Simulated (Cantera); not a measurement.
Input (Python, Cantera) and output of one run.

```python
import numpy as np
import cantera as ct

gas_names = """
    H H2 N NH NH2 NH3 N2 N2H2 N2H4 Si SiH SiH2 SiH3 SiH4 SiN Si2 Si2N Si3
""".split()
cond_names = """
    Si(cr) Si(L) Si3N4(a)
""".split()


# ... load() reads the species with a 1 bar reference pressure and builds the phases ...
atoms = {
    'Si3N4': {'Si': 3, 'N': 4},
    'H2': {'H': 2},
}
top_T = {'Si3N4(a)': 2400}  # K; cautious upper limits of use, not melting points


# ... equilibrate(T, P, feed) seeds the gas with the atoms and calls Mixture.equilibrate('TP', solver="vcs", rtol=1e-11, max_steps=5000) ...
results = []
feed = {'Si3N4': 1, 'H2': 8.7}  # mol
T = 1750  # K
P = 200  # Pa
mix = equilibrate(T, P, feed)
results.append((T, P, feed, dict(zip(mix.species_names, mix.species_moles))))
x = sorted(zip(gas.X, gas.species_names), reverse=True)
print(f"T = {T:g} K  P = {P:g} Pa  gas = {mix.phase_moles(0):.4g} mol")
print("   x: " + "  ".join(f"{s} {v:.3e}" for v, s in x if v > 1e-06))
print("   condensed (mol): " + ("  ".join(f"{mix.phase(i).name} {mix.phase_moles(i):.4g}"
      for i in range(1, mix.n_phases) if mix.phase_moles(i) > 1e-12) or "none"))
```

It prints:

```
T = 1750 K  P = 200 Pa  gas = 10.73 mol
   x: H2 8.082e-01  N2 1.863e-01  H 4.675e-03  Si 7.505e-04  SiH 3.992e-05  SiH2 1.684e-05  Si2N 1.271e-05  SiN 7.469e-06  Si2 3.882e-06
   condensed (mol): Si(L) 2.991
```

These are equilibrium values from Cantera (NASA tables, ideal gas, pure condensed phases), not measurements of a reactor. Gases not in the tables: Si2H6 and higher silanes.
